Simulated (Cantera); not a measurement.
**Equilibrium for halide evaporation, hydrolysis and transport: NaI + H₂ + N₂ + O₂**

Feed: 1 mol NaI, 1.6 mol H₂, 1.6 mol N₂, a varied amount of O₂, at 1050 K and 0.0100 bar.

Cantera equilibrium calculation (NASA polynomials, part measured and part estimated; ideal gas, pure solids and liquids). Candidate condensed phases: H₂O, I₂, Na, NaI, NaOH, NaO₂, Na₂O, Na₂O₂; 35 gas species. Gases not in the tables: NaBr and NaI dimers. Kinetics and transport are ignored.

```tsv
n(O₂) (mol)	log p N₂	log p H₂O	log p H₂	log p NaI	log p O₂	n NaI(l)
0.081	-2.41	-3.40	-2.45	-2.67	<-14	0.131
0.12	-2.41	-3.23	-2.48	-2.67	<-14	0.131
0.18	-2.41	-3.05	-2.52	-2.67	<-14	0.131
0.26	-2.41	-2.89	-2.58	-2.67	<-14	0.131
0.38	-2.41	-2.73	-2.69	-2.67	<-14	0.131
0.56	-2.41	-2.56	-2.93	-2.67	<-14	0.131
0.83	-2.41	-2.41	-9.77	-2.67	-4.16	0.117
```
log p: log10 of the partial pressure in bar; n: condensed amount in mol.

From 0.081 mol O₂ to 0.83 mol O₂ the condensed part is NaI(l).
